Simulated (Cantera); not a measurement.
Thermodynamics of thermal oxidation and active oxidation of silicon, feed Si + H2O + N2 + CO2

Input: 1 mol Si, 0.024 mol H2O, 1.9 mol N2, 0.045 mol CO2, at 0.0368 Torr.

These are equilibrium values from Cantera (NASA tables, ideal gas, pure condensed phases), not measurements of a reactor. Candidate condensed phases: C, C6H6, C7H8, C8H18, H2O, Si, SiC, SiO2, Si2N2O, Si3N4; 151 gas species. Mutual solubility and eutectic melting of coexisting phases are not modelled. The tables' values for SiN are old estimates; treat these amounts as uncertain. The numbers say what is thermodynamically allowed, not how fast it happens.

```tsv
T (°C)	x N2	x Si	x SiO	x CO	x H	x H2	n Si(l)	n SiC(s)
1425	0.919	0.0134	0.0523	0.00277	0.00212	0.0105	0.824	0.0391
1475	0.902	0.0297	0.0504	0.00376	0.00323	0.00977	0.792	0.0366
1525	0.870	0.0629	0.0473	0.00488	0.00467	0.00863	0.719	0.0329
1575	0.807	0.128	0.0425	0.00595	0.00633	0.00698	0.555	0.0268
1625	0.687	0.251	0.0348	0.00650	0.00771	0.00477	0.152	0.0149
1675	0.644	0.298	0.0276	0.0110	0.00939	0.00338	0	0
1725	0.639	0.305	0.0250	0.0134	0.0113	0.00241	0	0
1775	0.637	0.308	0.0238	0.0145	0.0128	0.00161	0	0
1825	0.636	0.310	0.0233	0.0148	0.0140	0.00101	0	0
1875	0.635	0.310	0.0232	0.0150	0.0148	0.000617	0	0
```
x: gas mole fraction; n: condensed amount in mol.

From 1425 °C to 1625 °C the condensed part is Si(l) + SiC(s). From 1675 °C to 1875 °C nothing is condensed. The main Si-bearing gas is SiO at 1425 °C and Si at 1875 °C.
